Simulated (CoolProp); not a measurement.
Values from CoolProp's reference Helmholtz-energy equation of state, Lemmon 2006. It is a short technical equation, of lower accuracy than the large ones.

Task: For carbon monoxide, give the phase and the cp (kJ/(kg K)), Joule-Thomson coefficient (K/MPa) at -149.35 °C and 13 bar.

Result: 
- -149.35 °C and 13 bar: gas; cp 1.45, Joule-Thomson coefficient 12.6
